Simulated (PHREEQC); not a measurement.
Solution (20 °C): 0.068 mol MgCl2, 0.12 mol Na2SO4 and 0.0023 mol KCl per kg of water. Closed to the air; pH follows from the charge balance.

Computed with PHREEQC (ion-association model, wateq4f.dat).

No solid was allowed to form.

Q: Predict the ionic strength, activity of water.

A: ionic strength 0.402 mol/kgw; activity of water 0.991.

Q: In which forms is Mg present?

A: Mg+2 53 %, MgSO4 47 % of the Mg.

Complexes and solids missing from the database can't appear.
